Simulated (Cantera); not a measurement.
borazine + NH3 (boron, boron nitride and boron oxide)

Feed: 1 mol borazine, 0.58 mol NH3, held at 3.70 mbar.

Equilibrium computed with Cantera from the NASA thermochemical tables; the gas is ideal and each condensed phase is pure. Candidate condensed phases: B, BN; 15 gas species. The feed counts by its element totals alone. Mutual solubility and eutectic melting of coexisting phases are not modelled. The tables' values for BH2 are old estimates; treat these amounts as uncertain. Equilibrium is a limit: real reactors are often held back by kinetics, nucleation or transport.

From 1700 K to 2050 K the condensed part is BN(s). From 2100 K to 2150 K the condensed part is B(s) + BN(s). From 2200 K to 2250 K the condensed part is B(s).

| T (K) | log p H2 | log p N2 | log p H | log p B | log p BH2 | log p BH | n BN(s) | n B(s) |
|---|---|---|---|---|---|---|---|---|
| 1700 | -2.46 | -3.59 | -5.06 | -10.75 | -7.99 | -11.06 | 3.00 | 0 |
| 1750 | -2.46 | -3.59 | -4.87 | -10.04 | -7.61 | -10.46 | 3.00 | 0 |
| 1800 | -2.47 | -3.59 | -4.68 | -9.37 | -7.24 | -9.89 | 3.00 | 0 |
| 1850 | -2.47 | -3.59 | -4.50 | -8.74 | -6.90 | -9.36 | 3.00 | 0 |
| 1900 | -2.47 | -3.59 | -4.33 | -8.15 | -6.57 | -8.85 | 3.00 | 0 |
| 1950 | -2.47 | -3.59 | -4.18 | -7.58 | -6.26 | -8.37 | 3.00 | 0 |
| 2000 | -2.48 | -3.59 | -4.03 | -7.04 | -5.97 | -7.92 | 3.00 | 0 |
| 2050 | -2.48 | -3.59 | -3.88 | -6.53 | -5.70 | -7.49 | 3.00 | 0 |
| 2100 | -2.52 | -3.31 | -3.77 | -6.19 | -5.61 | -7.24 | 2.37 | 0.623 |
| 2150 | -2.60 | -3.03 | -3.67 | -5.87 | -5.58 | -7.03 | 0.823 | 2.17 |
| 2200 | -2.64 | -2.95 | -3.57 | -5.56 | -5.52 | -6.81 | 0 | 2.99 |
| 2250 | -2.65 | -2.95 | -3.46 | -5.27 | -5.43 | -6.59 | 0 | 2.98 |
log p: log10 of the partial pressure in bar; n: condensed amount in mol.
